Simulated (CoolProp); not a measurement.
Properties of dodecamethylcyclohexasiloxane (D6) along the isotherm 346.85 °C (Tc = 372.6 °C, pc = 9.614 bar, ω = 0.736).

Values from CoolProp's reference Helmholtz-energy equation of state, Colonna 2008. It is a short technical equation, of lower accuracy than the large ones.

```json
[
 {"p (bar)": "0.304", "phase": "gas", "density (kg/m³)": "2.665", "Joule-Thomson coefficient (K/MPa)": "9.898", "isothermal compressibility (1/MPa)": "33.41", "expansivity (1/kK)": "1.696", "fugacity coefficient": "0.9848"},
 {"p (bar)": "0.446", "phase": "gas", "density (kg/m³)": "3.938", "Joule-Thomson coefficient (K/MPa)": "10.00", "isothermal compressibility (1/MPa)": "22.94", "expansivity (1/kK)": "1.737", "fugacity coefficient": "0.9778"},
 {"p (bar)": "0.655", "phase": "gas", "density (kg/m³)": "5.848", "Joule-Thomson coefficient (K/MPa)": "10.17", "isothermal compressibility (1/MPa)": "15.80", "expansivity (1/kK)": "1.801", "fugacity coefficient": "0.9675"},
 {"p (bar)": "0.961", "phase": "gas", "density (kg/m³)": "8.722", "Joule-Thomson coefficient (K/MPa)": "10.42", "isothermal compressibility (1/MPa)": "10.95", "expansivity (1/kK)": "1.901", "fugacity coefficient": "0.9526"},
 {"p (bar)": "1.41", "phase": "gas", "density (kg/m³)": "13.12", "Joule-Thomson coefficient (K/MPa)": "10.82", "isothermal compressibility (1/MPa)": "7.666", "expansivity (1/kK)": "2.064", "fugacity coefficient": "0.9309"},
 {"p (bar)": "2.07", "phase": "gas", "density (kg/m³)": "20.04", "Joule-Thomson coefficient (K/MPa)": "11.51", "isothermal compressibility (1/MPa)": "5.448", "expansivity (1/kK)": "2.347", "fugacity coefficient": "0.8995"},
 {"p (bar)": "3.04", "phase": "gas", "density (kg/m³)": "31.36", "Joule-Thomson coefficient (K/MPa)": "12.80", "isothermal compressibility (1/MPa)": "3.989", "expansivity (1/kK)": "2.899", "fugacity coefficient": "0.8544"},
 {"p (bar)": "4.46", "phase": "gas", "density (kg/m³)": "51.45", "Joule-Thomson coefficient (K/MPa)": "15.73", "isothermal compressibility (1/MPa)": "3.136", "expansivity (1/kK)": "4.248", "fugacity coefficient": "0.7902"},
 {"p (bar)": "9.61", "phase": "liquid", "density (kg/m³)": "518.2", "Joule-Thomson coefficient (K/MPa)": "2.294", "isothermal compressibility (1/MPa)": "0.1181", "expansivity (1/kK)": "6.137", "fugacity coefficient": "0.4993"},
 {"p (bar)": "14.1", "phase": "liquid", "density (kg/m³)": "540.9", "Joule-Thomson coefficient (K/MPa)": "1.502", "isothermal compressibility (1/MPa)": "0.07863", "expansivity (1/kK)": "4.611", "fugacity coefficient": "0.3661"},
 {"p (bar)": "20.7", "phase": "liquid", "density (kg/m³)": "564.5", "Joule-Thomson coefficient (K/MPa)": "0.9599", "isothermal compressibility (1/MPa)": "0.05393", "expansivity (1/kK)": "3.568", "fugacity coefficient": "0.2764"},
 {"p (bar)": "30.4", "phase": "liquid", "density (kg/m³)": "589.4", "Joule-Thomson coefficient (K/MPa)": "0.5704", "isothermal compressibility (1/MPa)": "0.03748", "expansivity (1/kK)": "2.806", "fugacity coefficient": "0.2176"},
 {"p (bar)": "44.6", "phase": "liquid", "density (kg/m³)": "616.1", "Joule-Thomson coefficient (K/MPa)": "0.2873", "isothermal compressibility (1/MPa)": "0.02625", "expansivity (1/kK)": "2.233", "fugacity coefficient": "0.1817"},
 {"p (bar)": "65.5", "phase": "liquid", "density (kg/m³)": "644.9", "Joule-Thomson coefficient (K/MPa)": "0.08050", "isothermal compressibility (1/MPa)": "0.01846", "expansivity (1/kK)": "1.793", "fugacity coefficient": "0.1647"},
 {"p (bar)": "96.1", "phase": "liquid", "density (kg/m³)": "676.1", "Joule-Thomson coefficient (K/MPa)": "-0.06861", "isothermal compressibility (1/MPa)": "0.01304", "expansivity (1/kK)": "1.453", "fugacity coefficient": "0.1673"}
]
```
